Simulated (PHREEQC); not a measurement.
Make-up at 20 °C: 4.1e-05 mol Ca(HCO3)2 and 0.29 mol NaHCO3 per kg of water. Closed to the air; pH follows from the charge balance.

The numbers come from PHREEQC with the ion-association model, phreeqc.dat.

Precipitation was switched off in this run.

Problem. What pH, density, ionic strength does the model give?

Solution. pH 7.93; density 1.016 g/cm³; ionic strength 0.270 mol/kgw.

Problem. In which forms is Ca present?

Solution. Ca+2 46 %, CaHCO3+ 41 %, CaCO3 13 % of the Ca.
